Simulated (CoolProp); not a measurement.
Cyclohexane along the isotherm 346.85 °C: fugacity coefficient from the reference equation and from simpler models built on Tc = 280.5 °C, pc = 40.81 bar, ω = 0.209; each cubic takes its own stable root.

Values from CoolProp's reference Helmholtz-energy equation of state, Zhou 2014.

```
p (bar)          phase  reference
-------  -------------  ---------
1.29               gas     0.9925
2.18               gas     0.9874
3.68               gas     0.9788
6.2                gas     0.9644
10.5               gas     0.9400
17.7               gas     0.8997
29.8               gas     0.8336
50.3     supercritical     0.7259
84.9     supercritical     0.5660
143      supercritical     0.4294
242      supercritical     0.3562
408      supercritical     0.3497
```

Problem. How far does each simpler model (van der Waals, Redlich-Kwong, Soave-Redlich-Kwong, Peng-Robinson) lie from the reference over these 12 states: mean and median of the absolute difference, and the worst?

Solution. 
- van der Waals: mean 4.1 %, median 0.3 %, worst +30.3 % at 346.85 °C and 408 bar
- Redlich-Kwong: mean 0.8 %, median 0.3 %, worst +3.2 % at 346.85 °C and 408 bar
- Soave-Redlich-Kwong: mean 2.8 %, median 0.4 %, worst +11.7 % at 346.85 °C and 408 bar
- Peng-Robinson: mean 1.4 %, median 1.2 %, worst -4.7 % at 346.85 °C and 408 bar
